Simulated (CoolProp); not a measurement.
R114 along the isobar 183 bar: Z from the reference equation and from simpler models built on Tc = 147.5 °C, pc = 33.52 bar, ω = 0.252; each cubic takes its own stable root.

Computed with CoolProp (reference Helmholtz-energy equation of state, Platzer 1990). This equation is an older, rougher fit; its heat capacities, sound speeds and derivatives of the liquid may be far off and weren't checked against measurements.

```json
[
 {"T (°C)": "111.15", "phase": "liquid", "reference": "0.7519"},
 {"T (°C)": "125.65", "phase": "liquid", "reference": "0.7472"},
 {"T (°C)": "140.05", "phase": "liquid", "reference": "0.7447"},
 {"T (°C)": "154.55", "phase": "supercritical", "reference": "0.7445"},
 {"T (°C)": "169.05", "phase": "supercritical", "reference": "0.7465"},
 {"T (°C)": "183.45", "phase": "supercritical", "reference": "0.7508"},
 {"T (°C)": "197.95", "phase": "supercritical", "reference": "0.7574"},
 {"T (°C)": "212.35", "phase": "supercritical", "reference": "0.7661"},
 {"T (°C)": "226.85", "phase": "supercritical", "reference": "0.7770"}
]
```

Problem. How far does each simpler model (van der Waals, Redlich-Kwong, Soave-Redlich-Kwong, Peng-Robinson) lie from the reference over these 9 states: mean and median of the absolute difference, and the worst?

Solution. 
- van der Waals: mean 27.1 %, median 27.6 %, worst +35.8 % at 111.15 °C and 183 bar
- Redlich-Kwong: mean 1.4 %, median 1.4 %, worst +2.6 % at 111.15 °C and 183 bar
- Soave-Redlich-Kwong: mean 2.5 %, median 2.5 %, worst +3.9 % at 226.85 °C and 183 bar
- Peng-Robinson: mean 7.4 %, median 7.6 %, worst -9.4 % at 111.15 °C and 183 bar
